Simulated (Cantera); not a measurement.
A closed system holds: 1 mol Al, 7.7 mol H₂O, 31 mol H₂, equilibrated at 477 °C and 100000 Pa.

Cantera equilibrium calculation (NASA polynomials, part measured and part estimated; ideal gas, pure solids and liquids). Candidate condensed phases: Al, Al₂O₃, H₂O; 19 gas species. Equilibrium is a limit: real reactors are often held back by kinetics, nucleation or transport.

Task: What is the equilibrium state?

Result: 
```json
{
  "x(H₂)": "0.840",
  "x(H₂O)": "0.160",
  "n(Al₂O₃(s))": "0.500 mol",
  "gas_amount": "38.70 mol",
  "log10 activity of Al(s) (absent)": "-27.54"
}
```
